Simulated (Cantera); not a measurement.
Charge: 1 mol Cr₂O₃, 1.7 mol H₂, 0.46 mol N₂, equilibrated at 100 Torr.

Method: chemical equilibrium by Gibbs-energy minimisation in Cantera with the NASA 1993 tables (ideal gas, pure condensed phases). Candidate condensed phases: Cr, CrN, Cr₂N, Cr₂O₃, H₂O; 29 gas species. Mutual solubility and eutectic melting of coexisting phases are not modelled. Equilibrium is a limit: real reactors are often held back by kinetics, nucleation or transport. All values below are at 1750 K.

Base state: H₂ 0.782, N₂ 0.213, H₂O 0.00400, H 0.000563, Cr 0.000337 (mole fractions); condensed: Cr(s) + Cr₂O₃(s).

### Question
What changes in the equilibrium state with this change: pressure from 100 Torr to 7.50 Torr?

### Answer
```
species          before    after
-------------  --------  -------
H₂                0.782    0.778
N₂                0.213    0.212
H₂O             0.00400  0.00492
Cr             0.000337  0.00327
H              0.000563  0.00205
CrO             8.41e-7  1.01e-5
Cr(s), mol      0.00504        0
Cr₂O₃(s), mol     0.997    0.996
```
